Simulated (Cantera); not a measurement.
A closed system holds: 1 mol Ti, 0.15 mol CH4, equilibrated at 0.100 bar.

Method: chemical equilibrium by Gibbs-energy minimisation in Cantera with the NASA 1993 tables (ideal gas, pure condensed phases). Candidate condensed phases: C, C6H6, C7H8, C8H18, Ti, TiC; 77 gas species. Mutual solubility and eutectic melting of coexisting phases are not modelled. TiC: taken at fixed stoichiometry. Condensed phases not in the tables: N, O or C dissolved in the metal. Kinetics and transport are ignored. All values below are at 2223 K.

Base state: H2 0.979, H 0.0200, Ti 0.00137 (mole fractions); condensed: Ti(l) + TiC(s).

Task: What changes in the equilibrium state with this change: CH4 from 0.15 to 2.9 mol?

Result: 
```csv
species,before,after
H2,0.979,0.977
H,0.0200,0.0200
C2H2 (acetylene),<1e-9,0.00284
Ti,0.00137,3.68e-7
CH4,6.42e-9,2.39e-5
"Ti(l), mol",0.850,0
"TiC(s), mol",0.150,1.000
"C(graphite), mol",0,1.87
```
